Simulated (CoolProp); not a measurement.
Vapour-liquid equilibrium of carbon dioxide (1) + ethane (2) at 1.55 °C; x and y are mole fractions of (1).

Values from CoolProp's multi-fluid Helmholtz-energy mixture model, Span 1996 and Bücker 2006; pair parameters Kunz 2012.

```json
[
 {"x": "0.05", "bubble pressure, mixture model (MPa)": "2.694", "bubble pressure, Raoult's law (MPa)": "2.535", "y, mixture model": "0.095", "y, Raoult's law": "0.072"},
 {"x": "0.15", "bubble pressure, mixture model (MPa)": "3.082", "bubble pressure, Raoult's law (MPa)": "2.650", "y, mixture model": "0.242", "y, Raoult's law": "0.205"},
 {"x": "0.25", "bubble pressure, mixture model (MPa)": "3.407", "bubble pressure, Raoult's law (MPa)": "2.766", "y, mixture model": "0.354", "y, Raoult's law": "0.328"},
 {"x": "0.35", "bubble pressure, mixture model (MPa)": "3.669", "bubble pressure, Raoult's law (MPa)": "2.881", "y, mixture model": "0.445", "y, Raoult's law": "0.441"},
 {"x": "0.45", "bubble pressure, mixture model (MPa)": "3.869", "bubble pressure, Raoult's law (MPa)": "2.996", "y, mixture model": "0.523", "y, Raoult's law": "0.545"},
 {"x": "0.55", "bubble pressure, mixture model (MPa)": "4.008", "bubble pressure, Raoult's law (MPa)": "3.112", "y, mixture model": "0.596", "y, Raoult's law": "0.642"},
 {"x": "0.65", "bubble pressure, mixture model (MPa)": "4.082", "bubble pressure, Raoult's law (MPa)": "3.227", "y, mixture model": "0.666", "y, Raoult's law": "0.731"},
 {"x": "0.75", "bubble pressure, mixture model (MPa)": "4.086", "bubble pressure, Raoult's law (MPa)": "3.342", "y, mixture model": "0.738", "y, Raoult's law": "0.815"},
 {"x": "0.85", "bubble pressure, mixture model (MPa)": "4.005", "bubble pressure, Raoult's law (MPa)": "3.457", "y, mixture model": "0.820", "y, Raoult's law": "0.893"},
 {"x": "0.95", "bubble pressure, mixture model (MPa)": "3.802", "bubble pressure, Raoult's law (MPa)": "3.573", "y, mixture model": "0.927", "y, Raoult's law": "0.965"}
]
```

The largest gap from Raoult's law is +29.1 % in bubble pressure, at x = 0.45. y crosses x between x = 0.65 and 0.75: the model has an azeotrope there.

The pair parameters rest on a limited set of measurements; away from them the model extrapolates.
